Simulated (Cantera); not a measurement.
Charge: 1 mol MgO, 0.012 mol N2, at 0.00133 bar.

Method: chemical equilibrium by Gibbs-energy minimisation in Cantera with the NASA 1993 tables (ideal gas, pure condensed phases). Candidate condensed phases: Mg, MgO; 13 gas species. Rates play no part.

Task: At 2125 °C, list the 5 most abundant gas species with their mole fractions, and the condensed phases.

Result: N2 0.421, Mg 0.347, O2 0.126, O 0.0836, NO 0.0108. Condensed: MgO(s).
